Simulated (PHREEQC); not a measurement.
Solution (35 °C): 0.047 mol HCl, 0.13 mol AlCl3 and 0.00042 mol CuCl2 per kg of water. It is in equilibrium with CO2 at log p = -1 (atm). Otherwise closed; pH follows from the charge balance.

The numbers come from PHREEQC with the ion-association model, wateq4f.dat.

```yaml
pH: 1.46
ionic_strength: 0.828 mol/kgw
activity_of_water: 0.990
total_alkalinity: -47.0 meq/kg
```

```
species   molality  activity   log γ
--------  --------  --------  ------
Cl-          0.438     0.265  -0.218
Al+3         0.130   0.00924  -1.148
H+          0.0470    0.0351  -0.128
CO2        0.00219   0.00265   0.083
Cu+2      0.000294   6.22e-5  -0.674
CuCl+     0.000117   7.13e-5  -0.215
AlOH+2     2.58e-5   4.90e-6  -0.721
CuCl2      9.31e-6   1.13e-5   0.083
HCO3-      5.55e-8   3.66e-8  -0.180
CuCl3-     2.06e-8   1.26e-8  -0.215
Al(OH)2+   3.73e-9   2.47e-9  -0.180
CuHCO3+    1.50e-9   1.14e-9  -0.118
```

Precipitation was switched off in this run. The ionic strength is past about 0.7 mol/kgw, beyond the range of this activity model, so the values are rough.
